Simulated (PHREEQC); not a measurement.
Buffer

Consider water at 65 °C with 0.01 mol NaH2PO4, 0.0095 mol KOH and 0.0065 mol NaCl per kg of water. Closed to the air; pH follows from the charge balance.

Equilibrium calculation in PHREEQC: ion-association model, wateq4f.dat.

Each row changes one thing in this solution. Precipitation was switched off in this run.

```
case                                   pH  ionic strength (mol/kgw)  HPO4-2 (mol/kgw)  H2PO4- (mol/kgw)  NaHPO4- (mol/kgw)  SI of Halite (NaCl)
----------------------------------  -----  ------------------------  ----------------  ----------------  -----------------  -------------------
as made                              8.13                    0.0350           0.00925          0.000523           0.000142                -5.80
KOH from 0.0095 to 0.0475 mol/kgw   11.33                    0.0812           0.00585           1.73e-7            6.97e-5                -5.86
KOH from 0.0095 to 0.00095 mol/kgw   5.95                         ?          0.000935           0.00904            1.71e-5                -5.76
temperature from 65 to 75 °C         8.10                    0.0350           0.00924                 ?           0.000140                -5.82
diluted 10-fold with water           8.16                   0.00352          0.000927           6.89e-5            2.26e-6                    ?
0.00012 mol/kgw KCl added            8.13                         ?           0.00925          0.000523           0.000142                -5.79
KOH left out                         4.71                    0.0166           5.81e-5           0.00990            1.09e-6                -5.75
0.012 mol/kgw HNO3 added                ?                    0.0270           1.17e-6           0.00854            1.95e-8                -5.78
```

Q: Some entries are withheld; supply them.

A: 
- KOH from 0.0095 to 0.00095 mol/kgw, ionic strength (mol/kgw): 0.0184
- temperature from 65 to 75 °C, H2PO4- (mol/kgw): 0.000533
- diluted 10-fold with water, SI of Halite (NaCl): -7.69
- 0.00012 mol/kgw KCl added, ionic strength (mol/kgw): 0.0352
- 0.012 mol/kgw HNO3 added, pH: 3.04

H3PO4, which wateq4f.dat lacks, is added to it with the constant of phreeqc.dat. At this temperature some constants are extrapolated from 25 °C, and those without enthalpy data are left unchanged.
